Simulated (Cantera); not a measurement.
Gas mixture: 100 % C2H4, at 0.150 bar, frozen composition.

Cantera's kinetic-theory transport with the Lennard-Jones parameters of GRI-Mech 3.0, ideal gas; thermal conductivity in the mixture-averaged form. The composition is frozen, though it would react at the higher temperatures.

D: mixture-averaged diffusion coefficient of that species in the mixture.

```
T (K)  ρ (kg/m³)  cp (J/kg/K)  μ (µPa s)  λ (mW/m/K)     Pr  D (cm²/s) CO2  D (cm²/s) C2H2  D (cm²/s) NH3
-----  ---------  -----------  ---------  ----------  -----  -------------  --------------  -------------
400        0.127         1877       13.3        33.6  0.745           1.36      (withheld)           1.88
500        0.101         2220       16.3        48.6  0.747           2.08      (withheld)           2.91
600       0.0844         2529       19.1        64.4  0.750           2.90      (withheld)           4.12
700       0.0723         2785       21.7        80.4  0.750           3.83      (withheld)           5.50
800       0.0633         2991       24.1        96.4  0.746           4.85      (withheld)           7.03
900       0.0562         3167       26.3         112  0.743           5.97      (withheld)           8.71
1000      0.0506         3354       28.5         128  0.748           7.17      (withheld)           10.5
1100      0.0460         3498       30.5         143  0.748           8.46      (withheld)           12.5
1200      0.0422         3625       32.5         158  0.747           9.83      (withheld)           14.5
```

Question: Fill in the missing entries.

Answer: 
- 400, D (cm²/s) C2H2: 1.46
- 500, D (cm²/s) C2H2: 2.20
- 600, D (cm²/s) C2H2: 3.07
- 700, D (cm²/s) C2H2: 4.05
- 800, D (cm²/s) C2H2: 5.12
- 900, D (cm²/s) C2H2: 6.29
- 1000, D (cm²/s) C2H2: 7.55
- 1100, D (cm²/s) C2H2: 8.90
- 1200, D (cm²/s) C2H2: 10.3
